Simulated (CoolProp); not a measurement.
A closed Brayton cycle with nitrogen: compressor inlet 307.15 K and 6.4 MPa, high pressure 17.3 MPa, turbine inlet 865 K, compressor efficiency 0.89, turbine efficiency 0.85, recuperator effectiveness 0.95 (on enthalpy, no pinch check). Each further row changes one setting.

The numbers come from the reference Helmholtz-energy equation of state, Span 2000 in CoolProp.

```
case                           thermal efficiency (%)  net work (kJ/kg)  compressor to turbine work  compressor exit (K)  turbine exit (K)
-----------------------------  ----------------------  ----------------  --------------------------  -------------------  ----------------
as stated                                        35.0              76.9                        0.61                422.6             694.2
turbine inlet 815 K                              31.8              65.4                        0.65                422.6             652.5
compressor inlet 317.15 K                        33.3              72.6                        0.64                436.2             694.2
high pressure 14.7 MPa                           36.6              70.4                        0.58                401.4             719.5
recuperator effectiveness 0.5                    21.8              76.9                        0.61                422.6             694.2
```
